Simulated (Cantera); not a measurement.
Cantera run:

```python
import numpy as np
import cantera as ct

gas_names = """
    O2 CrO3 B2O3
""".split()
cond_names = """
    Cr(cr) Cr(L) V(cr) V(L) V2O3(s) V2O3(L) B(b) B(L)
""".split()


# ... load() reads the species with a 1 bar reference pressure and builds the phases ...
species = {s.name: s for s in load("nasa_gas.yaml", gas_names) + load("nasa_condensed.yaml", cond_names)}
# Each term lists the table entries of one substance; the one whose range holds T is used.
reactions = {
    '0.6667 Cr + O2(g) = 0.6667 CrO3(g)':
        [(-0.6666666666666666, ['Cr(cr)', 'Cr(L)']), (-1, ['O2']), (0.6666666666666666, ['CrO3'])],
    '1.333 V + O2(g) = 0.6667 V2O3':
        [(-1.3333333333333333, ['V(cr)', 'V(L)']), (-1, ['O2']), (0.6666666666666666, ['V2O3(s)', 'V2O3(L)'])],
    '1.333 B + O2(g) = 0.6667 B2O3(g)':
        [(-1.3333333333333333, ['B(b)', 'B(L)']), (-1, ['O2']), (0.6666666666666666, ['B2O3'])],
}


def pick(names, T):
    return next(species[n] for n in names if species[n].thermo.min_temp <= T <= species[n].thermo.max_temp)


results = []
for label, terms in reactions.items():
    print(label)
    print("     T/K   dH/kJ  dS/(J/K)   dG/kJ   log10 K")
    for T in [300, 1400, 1450, 1500, 1550, 1600, 1650, 1700]:
        used = [(nu, pick(names, T)) for nu, names in terms]
        dH = sum(nu * s.thermo.h(T) for nu, s in used) / 1e6
        dS = sum(nu * s.thermo.s(T) for nu, s in used) / 1e3
        dG = dH - T * dS / 1e3
        logK = -dG * 1e6 / (ct.gas_constant * T * np.log(10))
        results.append((label, T, dH, dS, dG, logK, [s.name for _, s in used]))
        print(f"{T:8g} {dH:8.1f} {dS:8.1f} {dG:8.1f} {logK:8.2f}")
```

Output:

```
0.6667 Cr + O2(g) = 0.6667 CrO3(g)
     T/K   dH/kJ  dS/(J/K)   dG/kJ   log10 K
     300   -195.3    -43.5   -182.2    31.73
    1400   -199.8    -49.6   -130.4     4.86
    1450   -200.2    -49.9   -127.9     4.61
    1500   -200.7    -50.2   -125.4     4.37
    1550   -201.2    -50.5   -122.9     4.14
    1600   -201.8    -50.9   -120.3     3.93
    1650   -202.4    -51.3   -117.8     3.73
    1700   -203.0    -51.6   -115.2     3.54
1.333 V + O2(g) = 0.6667 V2O3
     T/K   dH/kJ  dS/(J/K)   dG/kJ   log10 K
     300   -812.5   -178.2   -759.0   132.16
    1400   -794.7   -154.7   -578.1    21.57
    1450   -793.7   -154.0   -570.4    20.55
    1500   -792.8   -153.4   -562.7    19.59
    1550   -791.8   -152.7   -555.0    18.70
    1600   -790.8   -152.1   -547.4    17.87
    1650   -789.9   -151.5   -539.8    17.09
    1700   -788.9   -150.9   -532.3    16.35
1.333 B + O2(g) = 0.6667 B2O3(g)
     T/K   dH/kJ  dS/(J/K)   dG/kJ   log10 K
     300   -557.3    -23.7   -550.2    95.80
    1400   -561.3    -28.4   -521.6    19.46
    1450   -561.6    -28.6   -520.2    18.74
    1500   -561.9    -28.7   -518.7    18.06
    1550   -562.1    -28.9   -517.3    17.43
    1600   -562.4    -29.1   -515.8    16.84
    1650   -562.7    -29.3   -514.4    16.28
    1700   -563.0    -29.5   -512.9    15.76
```

Standard-state values (1 bar) from the NASA 1993 polynomials, evaluated with Cantera. Condensed species are held in their standard states even where they would react or evaporate.
